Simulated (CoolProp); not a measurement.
Vapour-liquid equilibrium of propylene (1) + propane (2) at 190.8 K; x and y are mole fractions of (1).

The numbers come from the multi-fluid Helmholtz-energy mixture model, Lemmon 2013 and Lemmon 2009; pair parameters Bell 2016 in CoolProp.

```json
[
 {"x": "0.05", "bubble pressure, mixture model (MPa)": "(withheld)", "bubble pressure, Raoult's law (MPa)": "0.01133", "y, mixture model": "0.075", "y, Raoult's law": "0.066"},
 {"x": "0.15", "bubble pressure, mixture model (MPa)": "0.01201", "bubble pressure, Raoult's law (MPa)": "0.01171", "y, mixture model": "0.208", "y, Raoult's law": "0.192"},
 {"x": "0.25", "bubble pressure, mixture model (MPa)": "0.01251", "bubble pressure, Raoult's law (MPa)": "0.01210", "y, mixture model": "0.325", "y, Raoult's law": "0.309"},
 {"x": "0.35", "bubble pressure, mixture model (MPa)": "0.01297", "bubble pressure, Raoult's law (MPa)": "0.01248", "y, mixture model": "(withheld)", "y, Raoult's law": "0.420"},
 {"x": "0.45", "bubble pressure, mixture model (MPa)": "0.01338", "bubble pressure, Raoult's law (MPa)": "0.01286", "y, mixture model": "0.527", "y, Raoult's law": "0.524"},
 {"x": "0.55", "bubble pressure, mixture model (MPa)": "(withheld)", "bubble pressure, Raoult's law (MPa)": "0.01324", "y, mixture model": "0.618", "y, Raoult's law": "0.621"},
 {"x": "0.65", "bubble pressure, mixture model (MPa)": "0.01408", "bubble pressure, Raoult's law (MPa)": "0.01363", "y, mixture model": "0.704", "y, Raoult's law": "0.714"},
 {"x": "0.75", "bubble pressure, mixture model (MPa)": "0.01438", "bubble pressure, Raoult's law (MPa)": "0.01401", "y, mixture model": "0.788", "y, Raoult's law": "0.801"},
 {"x": "0.85", "bubble pressure, mixture model (MPa)": "0.01464", "bubble pressure, Raoult's law (MPa)": "0.01439", "y, mixture model": "(withheld)", "y, Raoult's law": "0.884"},
 {"x": "0.95", "bubble pressure, mixture model (MPa)": "(withheld)", "bubble pressure, Raoult's law (MPa)": "0.01477", "y, mixture model": "0.957", "y, Raoult's law": "0.962"}
]
```

Task: Fill in the missing entries.

Result: 
- 0.05, bubble pressure, mixture model (MPa): 0.01144
- 0.35, y, mixture model: 0.431
- 0.55, bubble pressure, mixture model (MPa): 0.01375
- 0.85, y, mixture model: 0.872
- 0.95, bubble pressure, mixture model (MPa): 0.01486

The largest gap from Raoult's law is +4.0 % in bubble pressure, at x = 0.45. No azeotrope shows between x = 0.05 and 0.95.

The pair parameters rest on a limited set of measurements; away from them the model extrapolates.
